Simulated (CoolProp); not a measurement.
Computed with CoolProp (reference Helmholtz-energy equation of state, Lemmon 2005). It is a short technical equation, of lower accuracy than the large ones.

Question: For cis-2-butene, give the phase and the density (kg/m³), expansivity (1/kK), fugacity coefficient at 157.05 °C and 6150 kPa; 164.95 °C and 6150 kPa.

Answer: 
- 157.05 °C and 6150 kPa: liquid; density 417, expansivity 6.94, fugacity coefficient 0.463
- 164.95 °C and 6150 kPa: supercritical; density 392, expansivity 9.10, fugacity coefficient 0.500
